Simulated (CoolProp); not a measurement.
Vapour-liquid equilibrium of R125 (1) + n-butane (2) at 307.1 K; x and y are mole fractions of (1).

The numbers come from the multi-fluid Helmholtz-energy mixture model, Lemmon 2005 and Bücker 2006; pair parameters Bell 2016 in CoolProp.

| x | bubble pressure, mixture model (MPa) | bubble pressure, Raoult's law (MPa) | y, mixture model | y, Raoult's law |
|---|---|---|---|---|
| 0.05 | 0.5320 | 0.3892 | 0.395 | 0.223 |
| 0.2 | 0.9798 | 0.6013 | 0.676 | 0.576 |
| 0.35 | [?] | 0.8134 | 0.752 | 0.745 |
| 0.5 | 1.374 | 1.026 | [?] | 0.845 |
| 0.65 | 1.492 | 1.238 | 0.829 | 0.910 |
| 0.8 | [?] | 1.450 | 0.879 | 0.956 |
| 0.95 | 1.709 | 1.662 | 0.961 | 0.990 |

Task: Fill in the missing entries.

Result: 
- 0.35, bubble pressure, mixture model (MPa): 1.226
- 0.5, y, mixture model: 0.792
- 0.8, bubble pressure, mixture model (MPa): 1.606

The largest gap from Raoult's law is +62.9 % in bubble pressure, at x = 0.2. No azeotrope shows between x = 0.05 and 0.95.

The pair parameters rest on a limited set of measurements; away from them the model extrapolates. With so large a gap from Raoult's law the liquid may split in two, which this calculation doesn't test in full.
